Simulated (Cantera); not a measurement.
A closed system holds: 1 mol Pb, 0.57 mol CO, 0.11 mol H₂, at 8.00 mbar.

Equilibrium computed with Cantera from the NASA thermochemical tables; the gas is ideal and each condensed phase is pure. Candidate condensed phases: C, C₆H₆, C₇H₈, C₈H₁₈, H₂O, Pb, PbO, PbO₂, Pb₃O₄; 113 gas species. Rates play no part. All values below are at 1098 K.

Base state: CO 0.825, H₂ 0.159, Pb 0.0146, CO₂ 0.000498, H₂O 9.67e-5 (mole fractions); condensed: C(graphite) + Pb(l).

What changes in the equilibrium state with this change: pressure from 8.00 mbar to 6.30 bar?


| species | before | after |
|---|---|---|
| CO | 0.825 | 0.596 |
| CO₂ | 0.000498 | 0.205 |
| H₂ | 0.159 | 0.144 |
| H₂O | 9.67e-5 | 0.0498 |
| Pb | 0.0146 | 1.85e-5 |
| CH₄ | 7.43e-6 | 0.00479 |
| C(graphite), mol | 0.000405 | 0.135 |
| Pb(l), mol | 0.990 | 1.000 |
